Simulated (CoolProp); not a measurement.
Vapour-liquid equilibrium of dimethyl ether (1) + n-butane (2) at 321.7 K; x and y are mole fractions of (1).

Computed with CoolProp (multi-fluid Helmholtz-energy mixture model, Wu 2011 and Bücker 2006; pair parameters Bell 2016).

```csv
x,bubble pressure (MPa),y at the bubble point,dew pressure at overall composition x (MPa),liquid density (mol/L)
0.05,0.5290,0.129,0.4962,9.494
0.125,0.6008,0.277,0.5271,9.699
0.2,0.6660,0.388,0.5614,9.916
0.275,0.7253,0.477,0.5997,10.15
0.35,0.7795,0.550,0.6424,10.39
0.425,0.8291,0.613,0.6898,10.65
0.5,0.8746,0.669,0.7421,10.93
0.575,0.9168,0.720,0.7990,11.23
0.65,0.9559,0.768,0.8593,11.56
0.725,0.9923,0.816,0.9210,11.91
0.8,1.026,0.863,0.9806,12.29
0.875,1.058,0.912,1.034,12.70
0.95,1.087,0.963,1.080,13.16
```

No azeotrope shows between x = 0.05 and 0.95.

Pair parameters are fitted to limited data, so mixtures are less certain than the pure fluids.
